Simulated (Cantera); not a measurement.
Charge: 1 mol BN, 5.1 mol HF, 1.3 mol NF3, at 0.133 bar.

These are equilibrium values from Cantera (NASA tables, ideal gas, pure condensed phases), not measurements of a reactor. Candidate condensed phases: B, BN; 31 gas species. Rates play no part. All values below are at 950 °C.

Base state: HF 0.628, N2 0.142, BF3 0.123, F 0.103, F2 0.00391 (mole fractions); condensed: gas only.

Problem. What changes in the equilibrium state with this change: NF3 from 1.3 to 15 mol?

Solution. 
```json
[
 {"species": "F", "before": "0.103", "after": "0.589"},
 {"species": "N2", "before": "0.142", "after": "0.161"},
 {"species": "F2", "before": "0.00391", "after": "0.128"},
 {"species": "HF", "before": "0.628", "after": "0.103"},
 {"species": "BF3", "before": "0.123", "after": "0.0201"},
 {"species": "NF3", "before": "3.01e-7", "after": "5.99e-5"}
]
```
